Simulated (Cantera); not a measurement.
Input: 1 mol Si, 7.5 mol Br2, 0.36 mol H2, 23 mol HBr, equilibrated at 0.728 Torr.

These are equilibrium values from Cantera (NASA tables, ideal gas, pure condensed phases), not measurements of a reactor. Candidate condensed phases: Br2, Si; 19 gas species. Rates play no part.

Problem. At 200 °C, list the 3 most abundant gas species with their mole fractions, and the condensed phases.

Solution. HBr 0.794, Br2 0.172, SiBr4 0.0335. Condensed: gas only.
